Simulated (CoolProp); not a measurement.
Octamethylcyclotetrasiloxane (D4) along the isobar 1.76 MPa: density (kg/m³) from the reference equation and from simpler models built on Tc = 586.5 K, pc = 1.347 MPa, ω = 0.598; each cubic takes its own stable root.

Values from CoolProp's reference Helmholtz-energy equation of state, Thol 2015.

```json
[
 {"T (K)": "384.9", "phase": "liquid", "reference": "853.7"},
 {"T (K)": "392.9", "phase": "liquid", "reference": "844.1"},
 {"T (K)": "400.9", "phase": "liquid", "reference": "834.5"},
 {"T (K)": "408.9", "phase": "liquid", "reference": "824.7"},
 {"T (K)": "416.9", "phase": "liquid", "reference": "814.8"},
 {"T (K)": "424.9", "phase": "liquid", "reference": "804.8"},
 {"T (K)": "432.9", "phase": "liquid", "reference": "794.7"},
 {"T (K)": "440.8", "phase": "liquid", "reference": "784.5"}
]
```

How far does each simpler model (Soave-Redlich-Kwong, Peng-Robinson) lie from the reference over these 8 states: mean and median of the absolute difference, and the worst?


- Soave-Redlich-Kwong: mean 8.7 %, median 8.6 %, worst -9.1 % at 384.9 K and 1.76 MPa
- Peng-Robinson: mean 2.9 %, median 3.0 %, worst +3.3 % at 440.8 K and 1.76 MPa
